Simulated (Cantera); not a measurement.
A Cantera script and what it prints.

```python
import numpy as np
import cantera as ct

gas_names = """
    H2 NO H2O
""".split()
cond_names = """
    Zr(a) Zr(b) Zr(L) ZrN(s) ZrN(L)
""".split()


# ... load() reads the species with a 1 bar reference pressure and builds the phases ...
species = {s.name: s for s in load("nasa_gas.yaml", gas_names) + load("nasa_condensed.yaml", cond_names)}
# Each term lists the table entries of one substance; the one whose range holds T is used.
reactions = {
    'Zr + H2(g) + NO(g) = ZrN + H2O(g)':
        [(-1, ['Zr(a)', 'Zr(b)', 'Zr(L)']), (-1, ['H2']), (-1, ['NO']), (1, ['ZrN(s)', 'ZrN(L)']), (1, ['H2O'])],
}


def pick(names, T):
    return next(species[n] for n in names if species[n].thermo.min_temp <= T <= species[n].thermo.max_temp)


results = []
for label, terms in reactions.items():
    print(label)
    print("     T/K   dH/kJ  dS/(J/K)   dG/kJ   log10 K")
    for T in [923, 973, 1023, 1073, 1123, 1173, 1223]:
        used = [(nu, pick(names, T)) for nu, names in terms]
        dH = sum(nu * s.thermo.h(T) for nu, s in used) / 1e6
        dS = sum(nu * s.thermo.s(T) for nu, s in used) / 1e3
        dG = dH - T * dS / 1e3
        logK = -dG * 1e6 / (ct.gas_constant * T * np.log(10))
        results.append((label, T, dH, dS, dG, logK, [s.name for _, s in used]))
        print(f"{T:8g} {dH:8.1f} {dS:8.1f} {dG:8.1f} {logK:8.2f}")
```

Output:

```
Zr + H2(g) + NO(g) = ZrN + H2O(g)
     T/K   dH/kJ  dS/(J/K)   dG/kJ   log10 K
     923   -700.6   -157.5   -555.2    31.42
     973   -700.7   -157.6   -547.3    29.38
    1023   -700.7   -157.7   -539.5    27.54
    1073   -700.8   -157.7   -531.6    25.88
    1123   -700.9   -157.8   -523.7    24.36
    1173   -704.8   -161.2   -515.7    22.96
    1223   -704.6   -161.0   -507.6    21.68
```

Standard-state values (1 bar) from the NASA 1993 polynomials, evaluated with Cantera. ZrN: taken at fixed stoichiometry. Condensed species are held in their standard states even where they would react or evaporate.
